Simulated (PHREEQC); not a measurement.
Dissolve 46 mmol/kgw HF and 0.038 mmol/kgw Na2CO3 at 45 °C. Closed to the air; pH follows from the charge balance.

The numbers come from PHREEQC with the ion-association model, wateq4f.dat.

| quantity | before | after |
|---|---|---|
| pH | 2.35 | 2.42 |
| ionic strength (mol/kgw) | 0.00483 | 0.00410 |
| HF (mol/kgw) | 0.0371 | 0.0396 |
| F- (mol/kgw) | 0.00416 | 0.00349 |
| H2F2 (mol/kgw) | 0.00170 | 0.000870 |
| HF2- (mol/kgw) | 0.000662 | 0.000608 |

What was changed between the two runs?
A. Na2CO3 left out
B. 0.00062 mol/kgw Na2SO4 added
C. temperature from 45 to 65 °C
D. HF replaced by HBF4 at the same molality
E. diluted 100-fold with water

C, temperature from 45 to 65 °C

Precipitation was switched off in this run. wateq4f.dat counts part of the HF as a dimer, H2F2, which phreeqc.dat doesn't know; its constant is uncertain. At this temperature some constants are extrapolated from 25 °C, and those without enthalpy data are left unchanged.
